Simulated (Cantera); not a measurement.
Standard-state values (1 bar) from the NASA 1993 polynomials, evaluated with Cantera. Values are per mole of reaction as written; species without (g) are pure solids or liquids, kept so even where they would boil at 1 bar.

2 C₂H₄(g) ⇌ C₂H₆(g) + C₂H₂(g)

| T (K) | ΔH° (kJ) | ΔS° (J/K) | ΔG° (kJ) | log10 K |
|---|---|---|---|---|
| 2073 | 45.7 | 1.4 | 42.9 | -1.08 |
| 2173 | 45.9 | 1.5 | 42.7 | -1.03 |
| 2273 | … | … | … | … |
| 2373 | 46.4 | 1.7 | 42.4 | -0.93 |
| 2473 | 46.6 | 1.8 | 42.2 | -0.89 |
| 2573 | … | … | … | … |
| 2673 | 47.1 | 2.0 | 41.8 | -0.82 |
| 2773 | … | … | … | … |
| 2873 | … | … | … | … |
| 2973 | 48.0 | 2.3 | 41.2 | -0.72 |

Question: What belongs in the gaps?

Answer: 
- 2273, ΔH° (kJ): 46.1
- 2273, ΔS° (J/K): 1.6
- 2273, ΔG° (kJ): 42.6
- 2273, log10 K: -0.98
- 2573, ΔH° (kJ): 46.9
- 2573, ΔS° (J/K): 1.9
- 2573, ΔG° (kJ): 42.0
- 2573, log10 K: -0.85
- 2773, ΔH° (kJ): 47.4
- 2773, ΔS° (J/K): 2.1
- 2773, ΔG° (kJ): 41.6
- 2773, log10 K: -0.78
- 2873, ΔH° (kJ): 47.7
- 2873, ΔS° (J/K): 2.2
- 2873, ΔG° (kJ): 41.4
- 2873, log10 K: -0.75
